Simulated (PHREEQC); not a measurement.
1 kg of water holding 0.52 mol/kgw NaCl, 0.0092 mol/kgw NaOH and 0.25 mol/kgw Na2SO4 is evaporated at 40 °C; the solids stay in contact with the brine. CO2 from the air is kept out. The run lets Halite, Mirabilite, Thenardite precipitate or redissolve, and no other solid.

Model: Pitzer model, pitzer.dat, run in PHREEQC.

```csv
water left (kg),ionic strength,water activity,Halite (mol),Thenardite (mol)
1,1.28,0.973,0,0
0.6755,1.89,0.960,0,0
0.4563,2.80,0.941,0,0
0.2533,5.05,0.888,0,0
0.1711,7.37,0.825,0,0.00585
0.1156,7.14,0.784,0,0.151
0.06418,7.45,0.740,0.154,0.216
0.04335,7.48,?,0.274,0.227
0.0293,7.52,0.738,0.355,0.235
0.01979,7.58,0.736,0.410,?
0.01337,7.67,?,?,0.243
0.007426,7.89,0.723,0.481,0.247
0.005012,8.14,0.712,0.495,0.248
```

Task: Fill in the missing entries.

Result: 
- 0.04335, water activity: 0.739
- 0.01979, Thenardite (mol): 0.240
- 0.01337, water activity: 0.732
- 0.01337, Halite (mol): 0.447

Species that the database lacks are ignored. Constants without temperature data keep their 25 °C values here.
